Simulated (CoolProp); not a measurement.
Isobutane at several states: Z from the reference equation and from simpler models built on Tc = 407.8 K, pc = 3629 kPa, ω = 0.184; each cubic takes its own stable root.

The numbers come from the reference Helmholtz-energy equation of state, Bücker 2006 in CoolProp.

| T (K) | p (kPa) | phase | reference | Redlich-Kwong | Peng-Robinson |
|---|---|---|---|---|---|
| 123.6 | 67.5 | liquid | 0.005222 | 0.005718 | 0.005112 |
| 372.7 | 21.6 | gas | 0.9973 | 0.9974 | 0.9971 |
| 514.1 | 1360 | gas | 0.9407 | 0.9349 | 0.9320 |
| 458 | 85.2 | gas | 0.9946 | 0.9943 | 0.9938 |
| 448.7 | 526 | gas | 0.9634 | 0.9619 | 0.9584 |
